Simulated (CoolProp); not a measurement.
The numbers come from the reference Helmholtz-energy equation of state, Penoncello 2003 in CoolProp.

**Question.** For CHF3 (R23), give the phase and the cv (kJ/(kg K)), Joule-Thomson coefficient (K/MPa), viscosity (µPa s), Prandtl number at 308.3 K and 290 kPa; 308.3 K and 3740 kPa.

**Answer.** 
- 308.3 K and 290 kPa: gas; cv 0.632, Joule-Thomson coefficient 11.6, viscosity 15.4, Prandtl number 0.815
- 308.3 K and 3740 kPa: gas; cv 0.770, Joule-Thomson coefficient 11.9, viscosity 17.2, Prandtl number 1.13

Viscosity comes from a separate model (Shan 2000). Thermal conductivity comes from a separate model (Shan 2000).
